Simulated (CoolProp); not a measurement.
Model: reference Helmholtz-energy equation of state, Lemmon 2013, in CoolProp.

Give the vapour pressure (MPa), liquid density (kg/m³), liquid cp (kJ/(kg K)), vapour Z of saturated propylene at -3.15 °C.


```tsv
T (°C)	p (MPa)	liquid density (kg/m³)	liquid cp (kJ/(kg K))	vapour Z
-3.15	0.531	551	2.42	0.886
```
